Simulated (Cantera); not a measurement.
# LiOH + H₂O (calcination and drying)

Feed: 1 mol LiOH, 1.1 mol H₂O, held at 1.33 mbar.

These are equilibrium values from Cantera (NASA tables, ideal gas, pure condensed phases), not measurements of a reactor. Candidate condensed phases: H₂O, Li, LiH, LiOH, Li₂O; 17 gas species. Rates play no part.

```json
[
 {"T (K)": "1323", "log p H₂O": "-2.93", "log p LiOH": "-3.81", "log p Li": "-7.71", "log p O₂": "-6.76", "log p H₂": "-6.44", "log p H": "-9.02", "log p OH": "-7.35", "log p O": "-9.95", "n Li₂O(s)": "0.400"},
 {"T (K)": "1473", "log p H₂O": "-3.15", "log p LiOH": "-3.20", "log p Li": "-6.06", "log p O₂": "-6.15", "log p H₂": "-5.96", "log p H": "-7.88", "log p OH": "-6.66", "log p O": "-8.63", "n Li₂O(s)": "0.00281"},
 {"T (K)": "1623", "log p H₂O": "-3.16", "log p LiOH": "-3.20", "log p Li": "-5.33", "log p O₂": "-5.56", "log p H₂": "-5.44", "log p H": "-6.88", "log p OH": "-5.98", "log p O": "-7.50", "n Li₂O(s)": "0"},
 {"T (K)": "1773", "log p H₂O": "-3.16", "log p LiOH": "-3.22", "log p Li": "-4.74", "log p O₂": "-5.07", "log p H₂": "-5.01", "log p H": "-6.05", "log p OH": "-5.41", "log p O": "-6.56", "n Li₂O(s)": "0"},
 {"T (K)": "1923", "log p H₂O": "-3.18", "log p LiOH": "-3.26", "log p Li": "-4.27", "log p O₂": "-4.66", "log p H₂": "-4.65", "log p H": "-5.35", "log p OH": "-4.94", "log p O": "-5.77", "n Li₂O(s)": "0"},
 {"T (K)": "2073", "log p H₂O": "-3.21", "log p LiOH": "-3.36", "log p Li": "-3.91", "log p O₂": "-4.33", "log p H₂": "-4.35", "log p H": "-4.75", "log p OH": "-4.56", "log p O": "-5.11", "n Li₂O(s)": "0"},
 {"T (K)": "2223", "log p H₂O": "-3.27", "log p LiOH": "-3.55", "log p Li": "-3.67", "log p O₂": "-4.10", "log p H₂": "-4.10", "log p H": "-4.25", "log p OH": "-4.26", "log p O": "-4.56", "n Li₂O(s)": "0"}
]
```
log p: log10 of the partial pressure in bar; n: condensed amount in mol.

From 1323 K to 1473 K the condensed part is Li₂O(s). From 1623 K to 2223 K nothing is condensed. The main Li-bearing gas is LiOH throughout.
